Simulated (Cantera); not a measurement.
A closed system holds: 1 mol AlN, 0.83 mol H2O, at 0.0310 bar.

Equilibrium computed with Cantera from the NASA thermochemical tables; the gas is ideal and each condensed phase is pure. Candidate condensed phases: Al, AlN, Al2O3, H2O; 35 gas species. Mutual solubility and eutectic melting of coexisting phases are not modelled. Kinetics and transport are ignored. All values below are at 1600 K.

Base state: H2 0.750, N2 0.250, H 0.000267 (mole fractions); condensed: AlN(s) + Al2O3(s).

**Question.** What changes in the equilibrium state with this change: AlN replaced by MgO?

**Answer.** 
| species | before | after |
|---|---|---|
| H2O | 5.81e-6 | 0.998 |
| H2 | 0.750 | 0.00147 |
| O2 | <1e-9 | 0.000657 |
| N2 | 0.250 | 0 |
| OH | <1e-9 | 0.000315 |
| H | 0.000267 | 1.18e-5 |
| AlN(s), mol | 0.447 | 0 |
| Al2O3(s), mol | 0.277 | 0 |
| MgO(s), mol | 0 | 1.000 |
Further candidate phases: Mg, MgO, Mg(OH)2.
